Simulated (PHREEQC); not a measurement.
KBr is added in steps, without added water, to 1 kg of water holding 100 mmol/kgw AgF and 0.74 mmol/kgw HNO3, at 20 °C. O2 is buffered at 0.21 atm. CO2 from the air is kept out. Solids allowed: Bromyrite, Ag2O. Others were left out.

Base run: PHREEQC, ion-association model, wateq4f.dat. Each further column changes one thing. The table gives pH.

| KBr added (mol) | base | HNO3 from 0.00074 to 7.4e-05 mol/kgw | HNO3 replaced by LiNO3 at the same molality | HNO3 from 0.00074 to 0.000814 mol/kgw | no solid may form |
|---|---|---|---|---|---|
| 0 | 5.22 | 6.22 | 7.51 | 5.18 | 5.22 |
| 0.01875 | 5.23 | 6.23 | 7.60 | 5.19 | 5.23 |
| 0.03125 | 5.24 | 6.24 | 7.68 | 5.20 | 5.24 |
| 0.05 | 5.25 | 6.25 | 7.75 | 5.21 | 5.24 |
| 0.06875 | 5.26 | 6.26 | 7.83 | 5.22 | 5.25 |
| 0.08125 | 5.27 | 6.27 | 7.91 | 5.23 | 5.25 |
| 0.1 | 5.28 | 6.28 | 8.10 | 5.24 | 5.26 |
| 0.1187 | 5.27 | 6.27 | 8.09 | 5.23 | 5.26 |
| 0.1313 | 5.26 | 6.27 | 8.09 | 5.22 | 5.26 |
| 0.15 | 5.26 | 6.26 | 8.08 | 5.22 | 5.25 |

 In at least one series the solution becomes supersaturated in solids that the run did not let form, among them Bromyrite.
